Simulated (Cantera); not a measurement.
An isothermal, constant-pressure homogeneous reactor starts with CH4 : CO2 : H2 = 1 : 1.5 : 0.32 (molar parts), at 1525 K and 2.60 bar. Integrator tolerance rtol = 1e-08.

Computed with Cantera and GRI-Mech 3.0 (53 species, 325 reactions).

```csv
quantity,before,after
x(CH4) at 200 s,0.00396 (gas-phase equilibrium 1.01e-5),0.00437 (gas-phase equilibrium 0.000148)
x(CO2) at 200 s,0.0337 (gas-phase equilibrium 0.0318),0.0338 (gas-phase equilibrium 0.0319)
x(H2) at 200 s,0.402 (gas-phase equilibrium 0.409),0.402 (gas-phase equilibrium 0.409)
x(HO2) at 200 s,<1e-12 (gas-phase equilibrium <1e-12),<1e-12 (gas-phase equilibrium <1e-12)
x(OH) at 200 s,5.41e-8 (gas-phase equilibrium 5.15e-8),2.77e-8 (gas-phase equilibrium 2.63e-8)
x(C2H2) at 200 s,8.05e-5 (gas-phase equilibrium 5.18e-10),6.95e-6 (gas-phase equilibrium 7.62e-9)
x(O2) at 200 s,<1e-12 (gas-phase equilibrium <1e-12),<1e-12 (gas-phase equilibrium <1e-12)
```

### Question
Name the change that produced these shifts.
A) CO2 1.5 to 0.37 parts
B) pressure from 2.60 bar to 1.10 bar
C) pressure from 2.60 bar to 0.560 bar
D) pressure from 2.60 bar to 10.0 bar

### Answer
D, pressure from 2.60 bar to 10.0 bar
